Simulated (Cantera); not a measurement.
## Gas-phase reforming

A perfectly stirred reactor is fed with CH4 : H2O = 1 : 2.9 (molar parts), at 6.50 bar; it is held at 1498 K, and followed from long to short residence time.

Detailed kinetics in Cantera: GRI-Mech 3.0 (53 species, 325 reactions).

| τ (s) | x CH4 | x H2O | x C2H6 | x CO2 | x O |
|---|---|---|---|---|---|
| 0.91 | 0.119 | 0.600 | 0.000160 | 0.0154 | 1.45e-12 |
| 0.37 | 0.133 | 0.642 | 0.000183 | 0.00771 | 1.50e-12 |
| 0.15 | 0.160 | 0.677 | 0.000246 | 0.00265 | 1.72e-12 |
| 0.061 | 0.193 | 0.705 | 0.000390 | 0.000622 | 2.31e-12 |
| 0.025 | 0.221 | 0.724 | 0.000593 | 0.000109 | 3.21e-12 |
| 0.010 | 0.239 | 0.735 | 0.000771 | 1.46e-5 | 4.12e-12 |
| 0.0041 | 0.249 | 0.741 | 0.000790 | 1.68e-6 | 4.37e-12 |
| 0.0017 | 0.253 | 0.743 | 0.000616 | 1.38e-7 | 3.77e-12 |
x: mole fraction; the columns are a selection and need not sum to one.
